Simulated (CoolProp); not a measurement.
A closed Brayton cycle with carbon dioxide: compressor inlet 322.15 K and 9.4 MPa, high pressure 32.3 MPa, turbine inlet 775 K, compressor efficiency 0.85, turbine efficiency 0.9, recuperator effectiveness 0.9 (on enthalpy, no pinch check). Each further row changes one setting.

Model: reference Helmholtz-energy equation of state, Span 1996, in CoolProp.

```tsv
case	thermal efficiency (%)	net work (kJ/kg)	compressor to turbine work	compressor exit (K)	turbine exit (K)
as stated	32.9	90.6	0.39	408.2	633.1
turbine inlet 725 K	30.6	78.9	0.42	408.2	588.1
compressor inlet 332.15 K	30.8	79.3	0.46	434.2	633.1
high pressure 27.5 MPa	32.4	83.1	0.36	396.5	651.0
recuperator effectiveness 0.5	23.8	90.6	0.39	408.2	633.1
```
